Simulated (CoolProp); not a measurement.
Computed with CoolProp (reference Helmholtz-energy equation of state, Guder 2009).

Problem. Give the vapour pressure (MPa), vapour density (kg/m³), vapour viscosity (µPa s), liquid conductivity (mW/(m K)) of saturated sulfur hexafluoride at 280.9 K.

Solution. 
| T (K) | p (MPa) | vapour density (kg/m³) | vapour viscosity (µPa s) | liquid conductivity (mW/(m K)) |
|---|---|---|---|---|
| 280.9 | 1.54 | 132 | 15.6 | 59.1 |

Viscosity comes from a separate model (Quiñones-Cisneros 2012). Thermal conductivity comes from a separate model (Assael 2012).
